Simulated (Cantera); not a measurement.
A closed system holds: 1 mol PH3, 0.18 mol H2, 0.026 mol O2, equilibrated at 3027 °C and 1.00 Torr.

Method: chemical equilibrium by Gibbs-energy minimisation in Cantera with the NASA 1993 tables (ideal gas, pure condensed phases). Candidate condensed phases: H2O, P, P4O10; 17 gas species. Gases not in the tables: HPO2, HPO3 and P4O6. Equilibrium is a limit: real reactors are often held back by kinetics, nucleation or transport.

Base state: H 0.761, P 0.219, PO 0.00601, O 0.00586, H2 0.00578, P2 0.00260, PH 0.000116, OH 7.51e-5 (mole fractions); condensed: gas only.

**Question.** What changes in the equilibrium state with this change: PH3 replaced by H2S?

**Answer.** 
```json
[
 {"species": "H", "before": "0.761", "after": "0.686"},
 {"species": "S", "before": "0", "after": "0.293"},
 {"species": "O", "before": "0.00586", "after": "0.0146"},
 {"species": "P", "before": "0.219", "after": "0"},
 {"species": "PO", "before": "0.00601", "after": "0"},
 {"species": "P2", "before": "0.00260", "after": "0"},
 {"species": "SO", "before": "0", "after": "0.000549"}
]
```
Further candidate phases: H2SO4, S.
